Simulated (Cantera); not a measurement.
A Cantera script and what it prints.

```python
import numpy as np
import cantera as ct

gas_names = [...]  # 95 gases of nasa_gas.yaml made of C, F, H
cond_names = """
    C(gr) C6H6(L) C7H8(L) C8H18(L),n-octa
""".split()


# ... load() reads the species with a 1 bar reference pressure and builds the phases ...
atoms = {
    'c-C4F8': {'C': 4, 'F': 8},
    'CH4': {'C': 1, 'H': 4},
    'H2': {'H': 2},
}
top_T = {'C(gr)': 4500}  # K; cautious upper limits of use, not melting points


# ... equilibrate(T, P, feed) seeds the gas with the atoms and calls Mixture.equilibrate('TP', solver="vcs", rtol=1e-11, max_steps=5000) ...
results = []
T = 750  # K
P = 1.7  # Pa
for m in [1.1, 1.4, 1.7, 2, 2.2, 2.5, 2.8, 3.1, 3.4, 3.6, 3.9, 4.2, 4.5]:
    feed = {'c-C4F8': 1, 'CH4': 0.017, 'H2': m}  # mol
    mix = equilibrate(T, P, feed)
    results.append((T, P, feed, dict(zip(mix.species_names, mix.species_moles))))

top = {s: max(r[3][s] / sum(r[3][g] for g in gas_names) for r in results) for s in gas_names}
cols = sorted((s for s in top if top[s] > 0.001), key=lambda s: -top[s])[:9]
seen = [c for c in cond_names if any(r[3].get(c, 0) > 1e-12 for r in results)]
print("log10 of partial pressures in bar; condensed amounts in mol")
print(f"{'n(H2)':>10s}" + "".join(f"{s[:9]:>10s}" for s in cols + seen))
for T, P, feed, n in results:
    ng = sum(n[g] for g in gas_names)
    print(f"{feed['H2']:10.4g}" + "".join(f"{np.log10(max(n[s] / ng * P / 1e5, 1e-99)):10.3f}" for s in cols)
          + "".join(f"{n.get(c, 0):10.4g}" for c in seen))
```

Result:

```
log10 of partial pressures in bar; condensed amounts in mol
     n(H2)        HF       CF4        H2     C(gr)
       1.1    -4.982    -5.182   -17.471     2.584
       1.4    -4.930    -5.279   -17.318     2.734
       1.7    -4.892    -5.378   -17.193     2.884
         2    -4.864    -5.480   -17.084     3.034
       2.2    -4.848    -5.552   -17.017     3.134
       2.5    -4.828    -5.668   -16.920     3.284
       2.8    -4.812    -5.800   -16.821     3.434
       3.1    -4.799    -5.959   -16.715     3.584
       3.4    -4.787    -6.172   -16.585     3.734
       3.6    -4.780    -6.379   -16.468     3.834
       3.9    -4.771    -7.149   -16.066     3.984
       4.2    -4.782   -26.691    -6.316     4.017
       4.5    -4.798   -27.438    -5.973     4.017
```

Method: chemical equilibrium by Gibbs-energy minimisation in Cantera with the NASA 1993 tables (ideal gas, pure condensed phases). The feed counts by its element totals alone. Condensed phases not in the tables: fluorocarbon polymer. Gases not in the tables: C2F6 and larger saturated fluorocarbons.
